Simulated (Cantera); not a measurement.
Input: 1 mol BF₃, 0.38 mol H₂O, 15 mol H₂, at 0.133 bar.

Method: chemical equilibrium by Gibbs-energy minimisation in Cantera with the NASA 1993 tables (ideal gas, pure condensed phases). Candidate condensed phases: B, B₂O₃, B₃O₃H₃, H₂O; 43 gas species. The tables' values for BF₂ are old estimates; treat these amounts as uncertain. Kinetics and transport are ignored.

Problem. At 2050 K, list the 4 most abundant gas species with their mole fractions, and the condensed phases.

Solution. H₂ 0.867, HF 0.0679, BOF 0.0215, BF₃ 0.0185. Condensed: gas only.
